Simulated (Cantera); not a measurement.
Input (Python, Cantera) and output of one run.

```python
import numpy as np
import cantera as ct

gas_names = [...]  # 123 gases of nasa_gas.yaml made of C, H, O, Si
cond_names = """
    C(gr) C6H6(L) C7H8(L) C8H18(L),n-octa H2O(s) H2O(L) Si(cr) Si(L) SiC(b) SiO2(Lqz) SiO2(hqz) SiO2(L)
""".split()


# ... load() reads the species with a 1 bar reference pressure and builds the phases ...
atoms = {
    'SiO2': {'Si': 1, 'O': 2},
    'CH4': {'C': 1, 'H': 4},
    'CO': {'C': 1, 'O': 1},
}
top_T = {'C(gr)': 4500, 'SiC(b)': 3050}  # K; cautious upper limits of use, not melting points


# ... equilibrate(T, P, feed) seeds the gas with the atoms and calls Mixture.equilibrate('TP', solver="vcs", rtol=1e-11, max_steps=5000) ...
results = []
feed = {'SiO2': 1, 'CH4': 5.8, 'CO': 0.033}  # mol
P = 101325  # Pa
for T in [1623, 1673, 1723, 1773, 1823, 1873, 1923, 1973, 2023, 2073, 2123, 2173]:
    mix = equilibrate(T, P, feed)
    results.append((T, P, feed, dict(zip(mix.species_names, mix.species_moles))))

top = {s: max(r[3][s] / sum(r[3][g] for g in gas_names) for r in results) for s in gas_names}
cols = sorted((s for s in top if top[s] > 1e-06), key=lambda s: -top[s])[:5]
seen = [c for c in cond_names if any(r[3].get(c, 0) > 1e-12 for r in results)]
print("log10 of partial pressures in bar; condensed amounts in mol")
print(f"{'T/K':>10s}" + "".join(f"{s[:9]:>10s}" for s in cols + seen))
for T, P, feed, n in results:
    ng = sum(n[g] for g in gas_names)
    print(f"{T:10.4g}" + "".join(f"{np.log10(max(n[s] / ng * P / 1e5, 1e-99)):10.3f}" for s in cols)
          + "".join(f"{n.get(c, 0):10.4g}" for c in seen))
```

Result:

```
log10 of partial pressures in bar; condensed amounts in mol
       T/K        H2        CO         H       SiO C2H2,acet     C(gr)    SiC(b) SiO2(hqz)
      1623    -0.059    -0.860    -4.190    -3.361    -4.517     3.092     0.896   0.09825
      1673    -0.065    -0.822    -3.976    -3.249    -4.309     2.803    0.9924         0
      1723    -0.065    -0.823    -3.772    -3.178    -4.108     2.806    0.9911         0
      1773    -0.065    -0.823    -3.578    -3.112    -3.919      2.81    0.9896         0
      1823    -0.065    -0.823    -3.396    -3.050    -3.740     2.812     0.988         0
      1873    -0.065    -0.824    -3.223    -2.991    -3.571     2.814    0.9863         0
      1923    -0.065    -0.824    -3.059    -2.936    -3.411     2.816    0.9844         0
      1973    -0.065    -0.825    -2.903    -2.883    -3.259     2.816    0.9823         0
      2023    -0.066    -0.825    -2.754    -2.833    -3.115     2.815    0.9801         0
      2073    -0.066    -0.826    -2.613    -2.786    -2.978     2.812    0.9777         0
      2123    -0.067    -0.827    -2.479    -2.741    -2.848     2.808     0.975         0
      2173    -0.068    -0.827    -2.350    -2.699    -2.724     2.801    0.9721         0
```

Cantera equilibrium calculation (NASA polynomials, part measured and part estimated; ideal gas, pure solids and liquids). Mutual solubility and eutectic melting of coexisting phases are not modelled. The tables hold silica as quartz up to 1696 K and as liquid above; real silica turns to tridymite and cristobalite and melts near 1996 K. Gases not in the tables: Si2H6 and higher silanes.
